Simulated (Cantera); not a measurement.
## Ignition delay

Mixture: 32.4 % H2, 8.53 % O2, 59.0 % N2, equivalence ratio 1.9, at 10.0 bar, adiabatic and at constant volume. Ignition delay is the time to a rise of 400 K.

Cantera simulation using GRI-Mech 3.0 (53 species, 325 reactions); the numbers are that mechanism's predictions, not measurements. The hydrogen kinetics of GRI-Mech 3.0 are dated; newer H2 mechanisms differ, most at raised pressure. Where the delays flatten at high temperature, the 400 K rule measures the pace of heat release, not the induction time.

```
T0 (K)  delay (ms)
------  ----------
1050          2.57
1125         0.475
1200        0.0669
1275        0.0101
1350       0.00465
1425       0.00295
1500       0.00212
1575       0.00163
1650       0.00132
1725       0.00111
```
